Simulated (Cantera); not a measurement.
Feed: 1 mol Cr, 0.2 mol N2, 200 mol H2, 9.9 mol NH3, at 0.160 bar.

Method: chemical equilibrium by Gibbs-energy minimisation in Cantera with the NASA 1993 tables (ideal gas, pure condensed phases). Candidate condensed phases: Cr, CrN, Cr2N; 11 gas species. Kinetics and transport are ignored.

Q: What share of the Cr ends up in condensed phases as a function of T (K), at 1698, 1798, 1898, 1998, 2098, 2198, 2298?

A: 
```
T (K)  Cr condensed (%)     as
-----  ----------------  -----
1698               97.2  Cr(s)
1798               87.6  Cr(s)
1898               53.0  Cr(s)
1998                0.0      -
2098                0.0      -
2198                0.0      -
2298                0.0      -
```
